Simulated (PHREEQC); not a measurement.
2.4 g of hydrous ferric oxide (600 m²/g; 0.2 weak and 0.005 strong sites per Fe, Dzombak-Morel constants, diffuse double layer) in 1 kg of water with 0.01 mol/kgw of an inert sodium salt and 1.1e-05 mol/kgw MgCl2 and 1e-05 mol/kgw PbCl2, at 25 °C; the pH is set by adding NaOH or the inert anion's acid. Oxygen alone is held at its pressure in air (log pO2 = -0.68). No CO2 enters from the air. No solid was allowed to form.

Computed with PHREEQC (ion-association model, wateq4f.dat).

```json
[
 {"pH": "4", "Mg sorbed (%)": "0.0", "Pb sorbed (%)": "91.8", "surface charge σ (C/m²)": "0.224", "surface potential ψ (mV)": "183"},
 {"pH": "5.33", "Mg sorbed (%)": "0.0", "Pb sorbed (%)": "100.0", "surface charge σ (C/m²)": "0.090", "surface potential ψ (mV)": "139"},
 {"pH": "6", "Mg sorbed (%)": "0.1", "Pb sorbed (%)": "100.0", "surface charge σ (C/m²)": "0.050", "surface potential ψ (mV)": "110"},
 {"pH": "6.67", "Mg sorbed (%)": "1.5", "Pb sorbed (%)": "100.0", "surface charge σ (C/m²)": "0.026", "surface potential ψ (mV)": "78"},
 {"pH": "8", "Mg sorbed (%)": "84.5", "Pb sorbed (%)": "100.0", "surface charge σ (C/m²)": "0.001", "surface potential ψ (mV)": "6"},
 {"pH": "9.33", "Mg sorbed (%)": "99.9", "Pb sorbed (%)": "100.0", "surface charge σ (C/m²)": "-0.020", "surface potential ψ (mV)": "-66"},
 {"pH": "10", "Mg sorbed (%)": "100.0", "Pb sorbed (%)": "100.0", "surface charge σ (C/m²)": "-0.041", "surface potential ψ (mV)": "-99"},
 {"pH": "10.67", "Mg sorbed (%)": "100.0", "Pb sorbed (%)": "100.0", "surface charge σ (C/m²)": "-0.076", "surface potential ψ (mV)": "-129"},
 {"pH": "12", "Mg sorbed (%)": "100.0", "Pb sorbed (%)": "100.0", "surface charge σ (C/m²)": "-0.231", "surface potential ψ (mV)": "-167"}
]
```

Complexes and solids missing from the database can't appear.
